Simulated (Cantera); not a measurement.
Charge: 1 mol SiHCl3, 0.89 mol NH3, 1.2 mol H2, held at 1498.15 K and 0.00133 bar.

Method: chemical equilibrium by Gibbs-energy minimisation in Cantera with the NASA 1993 tables (ideal gas, pure condensed phases). Candidate condensed phases: NH4Cl, Si, Si3N4; 28 gas species. The tables' values for SiCl3, SiCl are old estimates; treat these amounts as uncertain. Equilibrium is a limit: real reactors are often held back by kinetics, nucleation or transport.

Base state: H2 0.504, HCl 0.226, SiCl2 0.183, N2 0.0809, SiCl3 0.00535, SiCl4 0.000500, H 0.000335, Cl 0.000121 (mole fractions); condensed: Si3N4(s).

Question: What changes in the equilibrium state with this change: pressure from 0.00133 bar to 0.00230 bar?

Answer: 
```json
[
 {"species": "H2", "before": "0.504", "after": "0.498"},
 {"species": "HCl", "before": "0.226", "after": "0.251"},
 {"species": "SiCl2", "before": "0.183", "after": "0.170"},
 {"species": "N2", "before": "0.0809", "after": "0.0732"},
 {"species": "SiCl4", "before": "0.000500", "after": "0.000997"},
 {"species": "SiHCl3", "before": "0.000115", "after": "0.000204"},
 {"species": "SiCl", "before": "3.67e-5", "after": "2.32e-5"},
 {"species": "SiCl3", "before": "0.00535", "after": "0.00728"},
 {"species": "H", "before": "0.000335", "after": "0.000253"},
 {"species": "Si3N4(s), mol", "before": "0.0237", "after": "0.0444"}
]
```
